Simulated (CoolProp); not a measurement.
n-pentane along the isobar 46.7 bar: density (kg/m³) from the reference equation and from simpler models built on Tc = 469.7 K, pc = 33.68 bar, ω = 0.251; each cubic takes its own stable root.

Model: reference Helmholtz-energy equation of state, Thol 2019, in CoolProp.

```tsv
T (K)	phase	reference
261.6	liquid	660.8
281.4	liquid	642.7
301.3	liquid	624.0
321.2	liquid	604.6
341.1	liquid	584.3
361	liquid	562.8
380.9	liquid	539.7
400.7	liquid	514.5
420.6	liquid	485.9
440.5	liquid	452.1
460.4	liquid	408.2
480.3	supercritical	335.9
500.2	supercritical	193.0
520	supercritical	136.7
539.9	supercritical	114.3
559.8	supercritical	101.0
```

How far does each simpler model (van der Waals, Redlich-Kwong, Soave-Redlich-Kwong, Peng-Robinson) lie from the reference over these 16 states: mean and median of the absolute difference, and the worst?


- van der Waals: mean 29.5 %, median 36.3 %, worst -38.9 % at 261.6 K and 46.7 bar
- Redlich-Kwong: mean 10.9 %, median 11.4 %, worst -17.4 % at 460.4 K and 46.7 bar
- Soave-Redlich-Kwong: mean 9.5 %, median 8.8 %, worst -18.9 % at 480.3 K and 46.7 bar
- Peng-Robinson: mean 3.2 %, median 3.0 %, worst -11.2 % at 480.3 K and 46.7 bar
